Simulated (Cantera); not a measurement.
An adiabatic, constant-volume homogeneous reactor starts with CO : H2 : O2 : N2 = 1 : 0.11 : 0.231 : 1.55 (molar parts), equivalence ratio 2.4, at 1700 K and 0.365 atm.

Model: GRI-Mech 3.0 (53 species, 325 reactions), integrated in Cantera.

One state of this run: T (K) = 2770; P (bar) = 0.567; x CO = 0.253; x H2 = 0.00786; x O2 = 0.00649; x N2O = 1.89e-7; x H = 0.00872. x: mole fraction; the columns are a selection and need not sum to one.

### Question
Which value of t (s) does it belong to?
A. 0.000218
B. 0.000632
C. 2.60e-5
D. 0.128

### Answer
D, 0.128
